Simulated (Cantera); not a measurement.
Input: 1 mol TiO2, 14 mol CO, held at 1850 K and 133 Pa.

These are equilibrium values from Cantera (NASA tables, ideal gas, pure condensed phases), not measurements of a reactor. Candidate condensed phases: C, Ti, TiC, TiO, TiO2, Ti2O3, Ti3O5, Ti4O7; 15 gas species. Condensed phases not in the tables: Magnéli phases beyond Ti4O7. Kinetics and transport are ignored.

Base state: CO 0.982, CO2 0.0179 (mole fractions); condensed: Ti4O7(s).

Question: What changes in the equilibrium state with this change: temperature from 1850 K to 1548.15 K?

Answer: 
```csv
species,before,after
CO,0.982,0.992
CO2,0.0179,0.00804
"Ti4O7(s), mol",0.250,0.113
"TiO2(rutile), mol",0,0.550
```
Mutual solubility and eutectic melting of coexisting phases are not modelled.

Question: What changes in the equilibrium state with this change: temperature from 1850 K to 1398 K?

Answer: 
```json
[
 {"species": "CO", "before": "0.982", "after": "0.997"},
 {"species": "CO2", "before": "0.0179", "after": "0.00332"},
 {"species": "Ti4O7(s), mol", "before": "0.250", "after": "0.0465"},
 {"species": "TiO2(rutile), mol", "before": "0", "after": "0.814"}
]
```
Mutual solubility and eutectic melting of coexisting phases are not modelled.
